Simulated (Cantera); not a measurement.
A perfectly stirred reactor is fed with H₂ : O₂ : N₂ : H₂O = 1 : 0.357 : 3.29 : 0.016 (molar parts), equivalence ratio 1.4, at 101000 Pa; it is adiabatic with a 550 K inlet, and is followed from long to short residence time, starting on the burning branch (τ in s: 0.46, 0.17, 0.061, 0.022, 0.0081, 0.003, 0.0011, 0.0004, 0.00014, 5.3e-05, 1.9e-05).

Model: the H2/O2 subset of GRI-Mech 3.0, which has no nitrogen chemistry, integrated in Cantera.

x: mole fraction; the columns are a selection and need not sum to one.

```tsv
τ (s)	T (K)	x H₂	x O₂	x H₂O₂	x H	x HO₂	x O	x H₂O
0.46	1713	0.0660	2.13e-5	3.50e-9	0.00107	1.21e-8	(withheld)	0.169
0.17	1708	0.0657	3.79e-5	8.09e-9	0.00174	2.33e-8	(withheld)	0.169
0.061	1699	0.0652	7.11e-5	1.85e-8	0.00286	4.64e-8	(withheld)	0.169
0.022	1686	0.0645	0.000139	4.03e-8	0.00465	9.39e-8	(withheld)	0.168
0.0081	1664	0.0635	0.000278	8.25e-8	0.00739	1.92e-7	(withheld)	0.167
0.0030	1630	0.0622	0.000573	1.62e-7	0.0115	3.99e-7	(withheld)	0.166
0.0011	1577	0.0607	0.00120	3.08e-7	0.0175	8.62e-7	(withheld)	0.163
0.00040	1500	0.0597	0.00256	5.51e-7	0.0254	1.95e-6	(withheld)	0.158
0.00014	1388	0.0622	0.00588	8.59e-7	0.0340	5.03e-6	(withheld)	0.150
5.3e-5	1233	0.0840	0.0168	1.12e-6	0.0329	1.67e-5	(withheld)	0.126
1.9e-5	550	0.214	0.0766	<1e-12	<1e-12	<1e-12	<1e-12	0.00343
```

Q: Fill in the missing entries.

A: 
- 0.46, x O: 1.99e-6
- 0.17, x O: 5.26e-6
- 0.061, x O: 1.41e-5
- 0.022, x O: 3.71e-5
- 0.0081, x O: 9.27e-5
- 0.0030, x O: 0.000219
- 0.0011, x O: 0.000482
- 0.00040, x O: 0.000950
- 0.00014, x O: 0.00163
- 5.3e-5, x O: 0.00202
